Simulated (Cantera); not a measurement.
Input: 1 mol Fe₂O₃, 0.23 mol Cl₂, 0.13 mol N₂, equilibrated at 10.0 mbar.

These are equilibrium values from Cantera (NASA tables, ideal gas, pure condensed phases), not measurements of a reactor. Candidate condensed phases: Fe, FeCl₂, FeCl₃, FeO, Fe₂O₃, Fe₃O₄; 19 gas species. Condensed phases not in the tables: FeOCl. Rates play no part.

What share of the Fe ends up in condensed phases as a function of T (K), at 873, 948, 1023, 1098, 1173, 1248, 1323, 1398, 1473, 1548, 1623, 1698?


```tsv
T (K)	Fe condensed (%)	as
873	99.8	Fe₂O₃(s)
948	99.4	Fe₂O₃(s)
1023	98.8	Fe₂O₃(s)
1098	97.8	Fe₂O₃(s)
1173	96.5	Fe₂O₃(s)
1248	94.7	Fe₂O₃(s)
1323	92.8	Fe₂O₃(s)
1398	91.1	Fe₂O₃(s)
1473	90.2	Fe₂O₃(s)
1548	90.3	Fe₃O₄(s)
1623	90.2	Fe₃O₄(s)
1698	90.2	Fe₃O₄(s)
```
